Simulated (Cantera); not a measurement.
A diamond (100) surface in a fixed gas of H2 with x(CH4) = 0.012, x(H) = 0.0011, at 1300 K, 41.3 Torr; coverages are run to steady state.

Model: the Harris–Goodwin 1993 mechanism for the reconstructed diamond (100) surface, integrated in Cantera.

θ: site fractions in the mechanism's names (c6HH fully hydrogenated, c6H* and c6*H radical sites, c6** diradical, c6HM methylated).

```csv
x(CH3),growth (µm/h),θ c6HH,θ c6H*,θ c6*H,θ c6**,θ c6HM
1e-06,0.00560,0.422,0.0469,0.501,0.0301,[?]
2.4e-06,0.0134,0.422,0.0469,0.501,0.0301,[?]
5.7e-06,0.0319,0.422,0.0469,0.501,0.0301,[?]
1.4e-05,0.0782,0.422,0.0469,0.501,0.0300,[?]
3.3e-05,0.184,0.422,0.0469,0.501,0.0299,[?]
7.8e-05,0.432,0.422,0.0469,0.501,0.0298,[?]
0.00019,1.04,0.421,0.0468,0.500,0.0293,[?]
0.00045,2.38,0.420,0.0467,0.499,0.0283,[?]
0.0011,5.40,0.419,0.0464,0.496,0.0260,[?]
```

Problem. Fill in the missing entries.

Solution. 
- 1e-06, θ c6HM: 2.21e-6
- 2.4e-06, θ c6HM: 5.30e-6
- 5.7e-06, θ c6HM: 1.26e-5
- 1.4e-05, θ c6HM: 3.09e-5
- 3.3e-05, θ c6HM: 7.28e-5
- 7.8e-05, θ c6HM: 0.000172
- 0.00019, θ c6HM: 0.000416
- 0.00045, θ c6HM: 0.000973
- 0.0011, θ c6HM: 0.00231
